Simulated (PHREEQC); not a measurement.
# Metal-bearing waste water with alkaline etch or developer

Solution A (1 mmol/kgw NiSO4 and 0.35 mmol/kgw H2SO4) is mixed with solution B (0.0026 mol NaOH, 0.00017 mol K2SiO3 and 0.0093 mol K3PO4 per kg of water) at 25 °C; shares are by mass of water, 1 kg in all. Oxygen alone is held at its pressure in air (log pO2 = -0.68). The system is closed to CO2. Only these solids could form: Ni(OH)2, Ni3(PO4)2, Ni4(OH)6SO4, SiO2(a), Mirabilite, Morenosite.

The series has 11 steps of share of solution B, from 0 to 1.

All values are PHREEQC results (ion-association model, wateq4f.dat), not measurements.

Problem. Which solids form, in which order, and at which step of the series does each first stand?

Solution. Ni(OH)2 from share of solution B = 0.1 (pH 7.94), last present at share of solution B = 0.9; Ni3(PO4)2 from share of solution B = 0.1 (pH 7.94), last present at share of solution B = 0.1.

H3PO4, which wateq4f.dat lacks, is added to it with the constant of phreeqc.dat. The database has no phosphate complexes of Ni. The database's Ni(OH)2 is the aged solid; a fresh precipitate is more soluble.
